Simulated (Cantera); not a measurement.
A freely propagating, adiabatic, planar premixed flame of CH4 : O2 : N2 : H2O = 1 : 1.54 : 4.46 : 0.94 (molar parts), equivalence ratio 1.3, unburnt at 575 K and 10.0 bar; mixture-averaged transport, grid criteria slope 0.08 and curve 0.16, no radiation.

Model: GRI-Mech 3.0 (53 species, 325 reactions), integrated in Cantera. Burning velocities carry a grid error of a few per cent, more on coarse grids.

Q: What does this change do: 0.43 parts H2 added?

A: 
```tsv
quantity	before	after
laminar burning velocity	34.7 cm/s	35.4 cm/s
thermal thickness	0.0970 mm	0.102 mm
peak x(CH2)	3.18e-5	2.19e-5
peak x(C2H6)	0.00109	0.00101
```

Q: What does this change do: 0.32 parts CO2 added?

A: 
```tsv
quantity	before	after
laminar burning velocity	34.7 cm/s	25.5 cm/s
thermal thickness	0.0970 mm	0.123 mm
peak x(CH2)	3.18e-5	1.86e-5
peak x(C2H6)	0.00109	0.000991
```
